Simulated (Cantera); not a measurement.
A closed system holds: 1 mol Si2H6, 2.6 mol HCl, 100 mol H2, 0.67 mol Cl2, held at 1.20 bar.

Equilibrium computed with Cantera from the NASA thermochemical tables; the gas is ideal and each condensed phase is pure. Candidate condensed phases: Si; 19 gas species. The feed counts by its element totals alone. The tables' values for SiCl3 are old estimates; treat these amounts as uncertain. Kinetics and transport are ignored.

x: gas mole fraction; n: condensed amount in mol.

```
T (K)   x H2    x HCl  x SiHCl3   x SiCl4  n Si(s)
-----  -----  -------  --------  --------  -------
1050   0.983  0.00738         …   0.00342     1.03
1100   0.981   0.0103         …   0.00299     1.12
1150   0.979   0.0136         …   0.00246     1.21
1200   0.976   0.0173         …   0.00188     1.31
1250   0.974   0.0209         …   0.00131     1.41
1300   0.971   0.0240         …  0.000820     1.49
1350   0.969   0.0264         …  0.000465     1.55
1400   0.968   0.0280         …  0.000244     1.59
1450   0.967   0.0290         …  0.000123     1.61
1500   0.967   0.0295         …   6.14e-5     1.63
```

Task: Complete the blanks.

Result: 
- 1050, x SiHCl3: 0.00473
- 1100, x SiHCl3: 0.00421
- 1150, x SiHCl3: 0.00358
- 1200, x SiHCl3: 0.00289
- 1250, x SiHCl3: 0.00217
- 1300, x SiHCl3: 0.00151
- 1350, x SiHCl3: 0.000978
- 1400, x SiHCl3: 0.000597
- 1450, x SiHCl3: 0.000354
- 1500, x SiHCl3: 0.000209
